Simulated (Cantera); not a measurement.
Charge: 1 mol Ta2O5, 1.1 mol CO, at 10.0 mbar.

Method: chemical equilibrium by Gibbs-energy minimisation in Cantera with the NASA 1993 tables (ideal gas, pure condensed phases). Candidate condensed phases: C, Ta, TaC, Ta2O5; 15 gas species. The numbers say what is thermodynamically allowed, not how fast it happens.

Problem. At 2175 K, list the 4 most abundant gas species with their mole fractions, and the condensed phases.

Solution. CO 0.998, TaO2 0.00125, CO2 0.000901, TaO 0.000186. Condensed: Ta2O5(l).
